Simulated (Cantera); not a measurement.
Charge: 1 mol Fe2O3, 0.34 mol C, 16 mol N2, at 1677 °C and 7.43 Torr.

These are equilibrium values from Cantera (NASA tables, ideal gas, pure condensed phases), not measurements of a reactor. Candidate condensed phases: C, Fe, Fe(CO)5, FeO, Fe2O3, Fe3O4; 27 gas species. The tables' stoichiometric FeO is somewhat more stable than real wüstite, so its field is too wide. FeO: taken at fixed stoichiometry. Equilibrium is a limit: real reactors are often held back by kinetics, nucleation or transport.

Base state: N2 0.967, CO2 0.0189, O2 0.00960, CO 0.00167, NO 0.00158, O 0.000445, Fe 0.000194, FeO 0.000170 (mole fractions); condensed: FeO(l).

Problem. What changes in the equilibrium state with this change: 0.011 mol CH4 added?

Solution. 
```
species        before     after
-----------  --------  --------
N2              0.967     0.967
CO2            0.0189    0.0194
O2            0.00960   0.00839
H2O                 0   0.00115
Fe           0.000194  0.000207
OH                  0  0.000243
H                   0   5.74e-5
FeO(l), mol      1.99      1.99
```
Further candidate phases: C6H6, C7H8, C8H18, Fe(OH)2, Fe(OH)3, H2O.

Problem. What changes in the equilibrium state with this change: temperature from 1677 °C to 1925 °C?

Solution. 
```tsv
species	before	after
N2	0.967	0.941
O2	0.00960	0.0153
CO2	0.0189	0.0135
Fe	0.000194	0.0121
FeO	0.000170	0.00406
O	0.000445	0.00331
CO	0.00167	0.00653
FeO(l), mol	1.99	1.73
```
